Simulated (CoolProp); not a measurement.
R141b at several states: fugacity coefficient from the reference equation and from simpler models built on Tc = 477.5 K, pc = 4.212 MPa, ω = 0.220; each cubic takes its own stable root.

The numbers come from the reference Helmholtz-energy equation of state, Lemmon 2006 in CoolProp. It is a short technical equation, of lower accuracy than the large ones.

```
T (K)  p (MPa)   phase  reference  van der Waals  Redlich-Kwong  Soave-Redlich-Kwong  Peng-Robinson
-----  -------  ------  ---------  -------------  -------------  -------------------  -------------
442.2     6.93  liquid     0.3136         0.4037         0.3414               0.3229         0.3075
476.1    0.245     gas     0.9809         0.9826         0.9801               0.9801         0.9779
274       1.65  liquid    0.01858         0.1734        0.03390              0.01877        0.01920
233.4    0.602  liquid   0.005367         0.1665        0.01177             0.005505       0.005952
```
